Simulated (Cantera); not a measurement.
An adiabatic, constant-volume homogeneous reactor starts with CH₄ : O₂ : N₂ = 1 : 3.03 : 11.4 (molar parts), equivalence ratio 0.66, at 1700 K and 1050 Torr. Integrator tolerance rtol = 1e-08.

Detailed kinetics in Cantera: GRI-Mech 3.0 (53 species, 325 reactions).

| quantity | before | after |
|---|---|---|
| time of steepest temperature rise | 0.147 ms | 0.975 ms |
| temperature at 0.100 s | 2828 K | 2743 K |
| equilibrium temperature | 2828 K | 2743 K |
| x(CH₄) at 0.100 s | <1e-12 (gas-phase equilibrium <1e-12) | <1e-12 (gas-phase equilibrium <1e-12) |
| x(O₂) at 0.100 s | 0.0595 (gas-phase equilibrium 0.0595) | 0.0597 (gas-phase equilibrium 0.0597) |
| x(H₂O₂) at 0.100 s | 5.26e-7 (gas-phase equilibrium 5.26e-7) | 5.06e-7 (gas-phase equilibrium 5.06e-7) |
| x(C₂H₆) at 0.100 s | <1e-12 (gas-phase equilibrium <1e-12) | <1e-12 (gas-phase equilibrium <1e-12) |
| x(CH₂) at 0.100 s | <1e-12 (gas-phase equilibrium <1e-12) | <1e-12 (gas-phase equilibrium <1e-12) |

Which change was made?
(A) pressure from 1050 Torr to 3450 Torr
(B) constant pressure in place of constant volume
(C) initial temperature 1700 to 1473 K
(D) O2 3.03 to 1.9 parts

C, initial temperature 1700 to 1473 K
